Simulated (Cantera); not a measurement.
# Si₃N₄ + Si + N₂ (sublimation and decomposition of ceramics)

A closed system holds: 1 mol Si₃N₄, 0.13 mol Si, 0.011 mol N₂, at 2673 K and 1300 Pa.

Equilibrium computed with Cantera from the NASA thermochemical tables; the gas is ideal and each condensed phase is pure. Candidate condensed phases: Si, Si₃N₄; 7 gas species. The tables' values for SiN are old estimates; treat these amounts as uncertain. Kinetics and transport are ignored.

The x(Si) comes out as 0.590. The x(N₂) is 0.395. The x(Si₂) is 0.00964. The x(SiN) comes out as 0.00334 and the x(Si₂N) is 0.00128. The x(Si₃) is 0.000755, the x(N) is 7.21e-6 and the gas amount is 5.066 mol. The log10 activity of Si(l) (absent) is -0.32.
